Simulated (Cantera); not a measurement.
A closed system holds: 1 mol Ta2O5, 1.3 mol CH4, a varied amount of H2, at 1.90 mbar.

Equilibrium computed with Cantera from the NASA thermochemical tables; the gas is ideal and each condensed phase is pure. Candidate condensed phases: C, C6H6, C7H8, C8H18, H2O, Ta, TaC, Ta2O5; 113 gas species. Mutual solubility and eutectic melting of coexisting phases are not modelled. TaC: taken at fixed stoichiometry. Condensed phases not in the tables: Ta2C, N, O or C dissolved in the metal. The numbers say what is thermodynamically allowed, not how fast it happens.

Stable condensed phases, one row left out:

```
T in K \ n(H2) in mol
         0.38 0.58 0.87  1.3    2    3  4.4  6.7   10
   2098     A    A    A    A    A    A    A    A    A
   2023     A    A    A    A    A    A    A    A    A
   1948     A    A    A    A    A    A    A    A    A
   1873     A    A    A    A    A    A    A    A    A
   1723     B    B    B    B    B    B    B    B    B
   1648     B    B    B    B    B    B    B    B    B
   1573     B    B    B    B    B    B    B    B    B
   1498     B    B    B    B    B    B    B    B    B
   1423     B    B    B    B    B    B    B    B    B
   1348     B    B    B    B    B    B    B    B    B
   1273     B    B    B    B    B    B    B    B    B
```

A: Ta + Ta2O5; B: TaC + Ta2O5.

Problem. Give the row for 1798 K.

Solution. 0.38: TaC + Ta2O5; 0.58: TaC + Ta2O5; 0.87: TaC + Ta2O5; 1.3: TaC + Ta2O5; 2: TaC + Ta2O5; 3: TaC + Ta2O5; 4.4: TaC + Ta2O5; 6.7: Ta + TaC + Ta2O5; 10: Ta + Ta2O5.
